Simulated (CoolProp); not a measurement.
Saturated liquid density (kg/m³) of isopentane: the reference equation beside estimates from Tc = 460.3 K, pc = 33.78 bar, ω = 0.227. Rackett uses Z = 0.29056 − 0.08775 ω.

Model: reference Helmholtz-energy equation of state, Lemmon 2006, in CoolProp. It is a short technical equation, of lower accuracy than the large ones.

```tsv
T (K)	reference	Rackett	van der Waals	Soave-Redlich-Kwong
349.2	558.7	562.2	343.8	511.7
359.6	545.8	548.8	335.5	497.0
370	532.2	534.7	326.7	481.3
380.5	517.6	519.7	317.3	464.1
390.9	502.1	503.9	307.3	445.7
401.3	485.3	486.8	296.4	425.6
411.7	466.8	468.1	284.6	403.3
422.1	446.0	447.2	271.4	378.4
432.5	421.8	423.0	256.2	349.6
442.9	391.9	393.1	237.9	314.9
```

Absolute difference from the reference over all 10 rows, mean and median: Rackett 0.4 and 0.3 %, van der Waals 38.9 and 38.9 %, Soave-Redlich-Kwong 12.6 and 11.8 %.
